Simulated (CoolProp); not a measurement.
Saturation properties of chloromethane (R40) (Tc = 145.5 °C, pc = 6929 kPa, ω = 0.150).

Model: reference Helmholtz-energy equation of state, Thol 2014, in CoolProp.

```csv
T (°C),p (kPa),liquid density (kg/m³),enthalpy of vaporisation (kJ/kg),vapour Z
49.25,1104,860.0,341.8,0.8358
53.65,1228,849.9,335.5,0.8242
58.05,1363,839.6,328.9,0.8122
62.35,1504,829.3,322.2,0.7999
66.75,1660,818.5,315.2,0.7868
71.05,1823,807.6,308.1,0.7735
75.45,2002,796.1,300.5,0.7593
79.85,2193,784.3,292.6,0.7445
84.15,2392,772.3,284.6,0.7294
88.55,2609,759.5,276.0,0.7133
92.95,2841,746.2,267.0,0.6964
97.25,3081,732.6,257.7,0.6791
101.65,3343,718.0,247.6,0.6605
106.05,3620,702.5,236.9,0.6410
110.35,3907,686.3,225.7,0.6207
```

It boils at -24.0 °C under 1 atm.
